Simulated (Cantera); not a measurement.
What does this Cantera script print?

```python
import numpy as np
import cantera as ct

gas = ct.Solution("gri30.yaml")
gas.TPX = 800, 510000, {'CO': 1, 'H2': 0.16, 'O2': 1.14, 'N2': 3.75}
inlet = ct.Reservoir(gas, clone=True)
gas.equilibrate("HP")  # start burning
reactor = ct.IdealGasConstPressureReactor(gas, energy="on", clone=False)
exhaust = ct.Reservoir(gas, clone=True)
tau = [0.32, 0.12, 0.042, 0.015, 0.0054, 0.0019, 0.0007, 0.00025, 9.1e-05, 3.3e-05][0]
for a, b in ((inlet, reactor), (reactor, exhaust)):
    ct.MassFlowController(a, b, mdot=lambda t: reactor.mass / tau)
net = ct.ReactorNet([reactor])
show = ['CO', 'H2', 'O2', 'OH', 'N2O', 'H2O2']

rows = []
print(f"{'tau/s':>10s}{'T/K':>9s}" + "".join(f"{s:>11s}" for s in show))
for tau in [0.32, 0.12, 0.042, 0.015, 0.0054, 0.0019, 0.0007, 0.00025, 9.1e-05, 3.3e-05]:
    net.initial_time = 0.0
    net.advance(30 * tau)
    before = gas.X
    net.advance(40 * tau)
    drift = np.max(np.abs(gas.X - before) / (gas.X + 1e-9))
    rows.append([gas.T, *gas[show].X, drift])
    print(f"{tau:10.3e}{gas.T:9.1f}" + "".join(f"{x:11.3e}" for x in gas[show].X))
```

Result:

```
     tau/s      T/K         CO         H2         O2         OH        N2O       H2O2
 3.200e-01   2252.6  2.250e-03  6.426e-05  9.875e-02  1.814e-03  1.058e-06  7.863e-08
 1.200e-01   2254.7  2.372e-03  6.701e-05  9.952e-02  1.857e-03  1.078e-06  7.973e-08
 4.200e-02   2256.6  2.685e-03  7.412e-05  1.007e-01  1.953e-03  1.143e-06  8.176e-08
 1.500e-02   2253.9  3.426e-03  9.107e-05  1.019e-01  2.143e-03  1.316e-06  8.532e-08
 5.400e-03   2240.9  5.113e-03  1.306e-04  1.029e-01  2.509e-03  1.690e-06  9.455e-08
 1.900e-03   2210.0  8.663e-03  2.157e-04  1.042e-01  3.115e-03  2.265e-06  1.198e-07
 7.000e-04   2156.3  1.464e-02  3.603e-04  1.062e-01  3.818e-03  2.667e-06  1.709e-07
 2.500e-04   2068.2  2.431e-02  5.877e-04  1.095e-01  4.434e-03  2.642e-06  2.706e-07
 9.100e-05   1936.7  3.908e-02  8.876e-04  1.150e-01  4.567e-03  2.324e-06  4.748e-07
 3.300e-05   1700.6  6.981e-02  1.356e-03  1.290e-01  3.392e-03  1.834e-06  1.210e-06
```

Cantera simulation using GRI-Mech 3.0 (53 species, 325 reactions); the numbers are that mechanism's predictions, not measurements. The hydrogen kinetics of GRI-Mech 3.0 are dated; newer H2 mechanisms differ, most at raised pressure.
